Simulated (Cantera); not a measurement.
An isothermal plug-flow reactor at 950 K and 1.40 bar (inlet), inlet velocity 1.1 m/s, active area per volume 180 1/m; feed H2 : O2 : N2 = 0.0022 : 0.14 : 0.79 (molar parts), equivalence ratio 0.0079.

Detailed kinetics in Cantera: Deutschmann's 1995 Pt surface mechanism with GRI-Mech 3.0 gas chemistry. Catalytic surfaces can have several steady states; this one follows from the mechanism file's or the stated starting coverage. Mass transfer to the wall is taken as infinitely fast.

**Question.** Predict: x(H2) at z = 0.0033 m; x(O2) at z = 0.0033 m; x(H2O) at z = 0.0033 m; θ(free Pt) at the exit; θ(O*) at the exit.

**Answer.** x(H2) at z = 0.0033 m: 0.000205
x(O2) at z = 0.0033 m: 0.149
x(H2O) at z = 0.0033 m: 0.00216
θ(free Pt) at the exit: 0.118
θ(O*) at the exit: 0.881
